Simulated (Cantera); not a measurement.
A perfectly stirred reactor is fed with 0.518 % H₂, 63.2 % O₂, 36.0 % N₂, 0.221 % H₂O, equivalence ratio 0.0041, at 10.00 Torr; it is held at 1000 K, and followed from long to short residence time.

Computed with Cantera and the H2/O2 subset of GRI-Mech 3.0, which has no nitrogen chemistry. Radical loss at walls, strong at low pressure, is not modelled.

Predict: x(H₂) at τ = 28.0 s; x(O₂) at τ = 28.0 s; x(HO₂) at τ = 28.0 s; x(H₂O) at τ = 28.0 s; x(O) at τ = 28.0 s; x(H₂) at τ = 0.250 s; x(O₂) at τ = 0.250 s; x(HO₂) at τ = 0.250 s; x(H₂O) at τ = 0.250 s; x(O) at τ = 0.250 s.


```json
{
  "x(H₂) at τ = 28.0 s": "1.90e-5",
  "x(O₂) at τ = 28.0 s": "0.631",
  "x(HO₂) at τ = 28.0 s": "2.30e-7",
  "x(H₂O) at τ = 28.0 s": "0.00738",
  "x(O) at τ = 28.0 s": "8.33e-5",
  "x(H₂) at τ = 0.250 s": "0.000266",
  "x(O₂) at τ = 0.250 s": "0.630",
  "x(HO₂) at τ = 0.250 s": "1.28e-6",
  "x(H₂O) at τ = 0.250 s": "0.00700",
  "x(O) at τ = 0.250 s": "0.00112"
}
```
